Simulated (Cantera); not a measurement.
Cantera with NASA thermochemical tables; ideal gases at 1 bar, condensed phases pure. Values are per mole of reaction as written; species without (g) are pure solids or liquids, kept so even where they would boil at 1 bar.

Task: Between 300 and 2098 K, where is each reaction favourable under standard conditions?
- SiH4(g) + 4 F(g) → Si + 4 HF(g)

Result: 
- SiH4(g) + 4 F(g) → Si + 4 HF(g): ΔG° is -1404 kJ at 300 K and -1164 kJ at 2098 K; it stays negative (K > 1). ΔH° is -1425 kJ and ΔS° -124 J/K at 2098 K.
